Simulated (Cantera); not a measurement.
Standard-state values (1 bar) from the NASA 1993 polynomials, evaluated with Cantera. Values are per mole of reaction as written; species without (g) are pure solids or liquids, kept so even where they would boil at 1 bar.

**Question.** Between 350 and 575 K, where is each reaction favourable under standard conditions?
- Ni3S4 ⇌ Ni + 2 NiS2
- NiS2 ⇌ NiS + S

**Answer.** 
- Ni3S4 ⇌ Ni + 2 NiS2: ΔG° is 43 kJ at 350 K and 46 kJ at 575 K; it stays positive (K < 1). ΔH° is 36 kJ and ΔS° -17 J/K at 575 K.
- NiS2 ⇌ NiS + S: ΔG° is 39 kJ at 350 K and 34 kJ at 575 K; it stays positive (K < 1). ΔH° is 49 kJ and ΔS° 25 J/K at 575 K.
